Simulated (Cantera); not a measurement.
Charge: 1 mol CF₄, 4.2 mol H₂, held at 0.100 bar.

Method: chemical equilibrium by Gibbs-energy minimisation in Cantera with the NASA 1993 tables (ideal gas, pure condensed phases). Candidate condensed phases: C, C₆H₆, C₇H₈, C₈H₁₈; 95 gas species. Equilibrium is a limit: real reactors are often held back by kinetics, nucleation or transport.

Task: What share of the C ends up in condensed phases as a function of T (K), at 698, 898, 1098, 1298, 1498, 1698, 1898, 2098, 2298, 2498, 2698, 2898, 3098, 3298?

Result: 
```csv
T (K),C condensed (%),as
698,65.5,C(graphite)
898,97.6,C(graphite)
1098,99.7,C(graphite)
1298,99.9,C(graphite)
1498,100.0,C(graphite)
1698,100.0,C(graphite)
1898,99.8,C(graphite)
2098,99.4,C(graphite)
2298,98.2,C(graphite)
2498,95.5,C(graphite)
2698,90.6,C(graphite)
2898,81.1,C(graphite)
3098,50.9,C(graphite)
3298,0.0,-
```
